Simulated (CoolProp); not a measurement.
Aqueous lithium chloride as a coolant, 22 % by mass, freezing at -53.6 °C, 1 atm.

The numbers come from the Melinder's fits for secondary coolants in CoolProp.

```
T (°C)  Prandtl number  viscosity (mPa s)  conductivity (W/(m K))  density (kg/m³)
------  --------------  -----------------  ----------------------  ---------------
-39.6              137               22.7                   0.467             1140
-31.4             85.8                  …                   0.478                …
-23.1             56.7               9.51                   0.490             1138
-14.9             39.6               6.67                       …             1136
-6.6              28.8               4.88                   0.512             1135
1.6               21.9               3.73                   0.523             1133
9.9               17.3               2.95                   0.534             1131
18.1              14.1               2.41                   0.545             1129
26.4              11.7               2.02                   0.557             1126
34.6                 …               1.73                   0.568             1123
```

### Question
Fill in the missing entries.

### Answer

- -31.4, viscosity (mPa s): 14.3
- -31.4, density (kg/m³): 1139
- -14.9, conductivity (W/(m K)): 0.501
- 34.6, Prandtl number: 10.0
